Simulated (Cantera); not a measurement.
What does this Cantera script print?

```python
import numpy as np
import cantera as ct

gas_names = """
    CL CL2 H HCL H2 Si SiCL SiCL2 SiCL3 SiCL4 SiH SiHCL3 SiH2 SiH2CL2 SiH3 SiH3CL SiH4 Si2 Si3
""".split()
cond_names = """
    Si(cr) Si(L)
""".split()


# ... load() reads the species with a 1 bar reference pressure and builds the phases ...
atoms = {
    'Si': {'Si': 1},
    'HCl': {'H': 1, 'CL': 1},
    'H2': {'H': 2},
}
top_T = {}  # K; cautious upper limits of use, not melting points


# ... equilibrate(T, P, feed) seeds the gas with the atoms and calls Mixture.equilibrate('TP', solver="vcs", rtol=1e-11, max_steps=5000) ...
results = []
feed = {'Si': 1, 'HCl': 18, 'H2': 22}  # mol
P = 1000  # Pa
for T in [450, 600, 750, 900, 1050, 1200, 1350, 1500, 1650]:
    mix = equilibrate(T, P, feed)
    results.append((T, P, feed, dict(zip(mix.species_names, mix.species_moles))))

top = {s: max(r[3][s] / sum(r[3][g] for g in gas_names) for r in results) for s in gas_names}
cols = sorted((s for s in top if top[s] > 1e-06), key=lambda s: -top[s])[:9]
seen = [c for c in cond_names if any(r[3].get(c, 0) > 1e-12 for r in results)]
print("log10 of partial pressures in bar; condensed amounts in mol")
print(f"{'T/K':>10s}" + "".join(f"{s[:9]:>10s}" for s in cols + seen))
for T, P, feed, n in results:
    ng = sum(n[g] for g in gas_names)
    print(f"{T:10.4g}" + "".join(f"{np.log10(max(n[s] / ng * P / 1e5, 1e-99)):10.3f}" for s in cols)
          + "".join(f"{n.get(c, 0):10.4g}" for c in seen))
```

Output:

```
log10 of partial pressures in bar; condensed amounts in mol
       T/K        H2       HCL     SiCL4     SiCL2     SiCL3    SiHCL3         H        CL   SiH2CL2
       450    -2.211    -2.445    -3.591   -26.777   -17.493    -9.989   -23.806   -23.826   -17.960
       600    -2.211    -2.445    -3.591   -17.883   -12.311    -7.918   -17.441   -17.578   -13.544
       750    -2.211    -2.445    -3.591   -12.589    -9.223    -6.702   -13.605   -13.808   -10.946
       900    -2.211    -2.445    -3.593    -9.092    -7.182    -5.906   -11.038   -11.282    -9.242
      1050    -2.211    -2.444    -3.602    -6.622    -5.741    -5.353    -9.197    -9.469    -8.047
      1200    -2.214    -2.439    -3.670    -4.857    -4.735    -5.011    -7.812    -8.099    -7.234
      1350    -2.228    -2.417    -4.096    -3.917    -4.355    -5.149    -6.737    -7.005    -7.039
      1500    -2.237    -2.403    -4.950    -3.677    -4.564    -5.770    -5.873    -6.132    -7.388
      1650    -2.240    -2.400    -5.814    -3.628    -4.892    -6.428    -5.162    -5.427    -7.811
```

Method: chemical equilibrium by Gibbs-energy minimisation in Cantera with the NASA 1993 tables (ideal gas, pure condensed phases). The tables' values for SiCl3 are old estimates; treat these amounts as uncertain.
